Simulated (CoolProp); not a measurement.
Vapour pressure (kPa) of hydrogen chloride: the reference equation beside estimates from Tc = 324.7 K, pc = 8314 kPa, ω = 0.130.

Values from CoolProp's reference Helmholtz-energy equation of state, Thol 2018.

```json
[
 {"T (K)": "228.9", "reference": "655.9", "Lee-Kesler": "656.2", "Redlich-Kwong": "771.7", "Soave-Redlich-Kwong": "656.1"},
 {"T (K)": "234.2", "reference": "795.0", "Lee-Kesler": "798.0", "Redlich-Kwong": "931.8", "Soave-Redlich-Kwong": "798.4"},
 {"T (K)": "239.4", "reference": "951.7", "Lee-Kesler": "957.9", "Redlich-Kwong": "1111", "Soave-Redlich-Kwong": "(withheld)"},
 {"T (K)": "244.7", "reference": "1134", "Lee-Kesler": "1144", "Redlich-Kwong": "1316", "Soave-Redlich-Kwong": "1147"},
 {"T (K)": "249.9", "reference": "1337", "Lee-Kesler": "1351", "Redlich-Kwong": "1543", "Soave-Redlich-Kwong": "1356"},
 {"T (K)": "255.2", "reference": "1571", "Lee-Kesler": "1588", "Redlich-Kwong": "1801", "Soave-Redlich-Kwong": "(withheld)"},
 {"T (K)": "260.4", "reference": "1828", "Lee-Kesler": "1849", "Redlich-Kwong": "2082", "Soave-Redlich-Kwong": "1862"},
 {"T (K)": "265.7", "reference": "2121", "Lee-Kesler": "2146", "Redlich-Kwong": "2397", "Soave-Redlich-Kwong": "2164"},
 {"T (K)": "270.9", "reference": "2440", "Lee-Kesler": "2469", "Redlich-Kwong": "2737", "Soave-Redlich-Kwong": "(withheld)"}
]
```

Q: Some entries are withheld; supply them.

A: 
- 239.4, Soave-Redlich-Kwong: 959.2
- 255.2, Soave-Redlich-Kwong: 1597
- 270.9, Soave-Redlich-Kwong: 2493

Absolute difference from the reference over all 9 rows, mean and median: Lee-Kesler 0.8 and 1.0 %, Redlich-Kwong 15.2 and 15.4 %, Soave-Redlich-Kwong 1.3 and 1.4 %.
